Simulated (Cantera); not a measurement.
A closed system holds: 1 mol C2H6, 1.1 mol H2O, equilibrated at 2875 K and 1.00 bar.

These are equilibrium values from Cantera (NASA tables, ideal gas, pure condensed phases), not measurements of a reactor. Candidate condensed phases: C, C6H6, C7H8, C8H18, H2O; 110 gas species. Rates play no part.

Base state: H2 0.680, CO 0.202, H 0.0873, C2H2 (acetylene) 0.0290, C2H 0.000529, C4H2 0.000514, CH3 8.71e-5, C3 7.75e-5 (mole fractions); condensed: C(graphite).

What changes in the equilibrium state with this change: temperature from 2875 K to 2500 K?


```json
[
 {"species": "H2", "before": "0.680", "after": "0.760"},
 {"species": "CO", "before": "0.202", "after": "0.209"},
 {"species": "H", "before": "0.0873", "after": "0.0219"},
 {"species": "C2H2 (acetylene)", "before": "0.0290", "after": "0.00823"},
 {"species": "C3", "before": "7.75e-5", "after": "4.97e-7"},
 {"species": "C", "before": "1.46e-5", "after": "1.66e-7"},
 {"species": "C2H", "before": "0.000529", "after": "1.70e-5"},
 {"species": "C4H2", "before": "0.000514", "after": "3.68e-5"},
 {"species": "C(graphite), mol", "before": "0.564", "after": "0.812"}
]
```
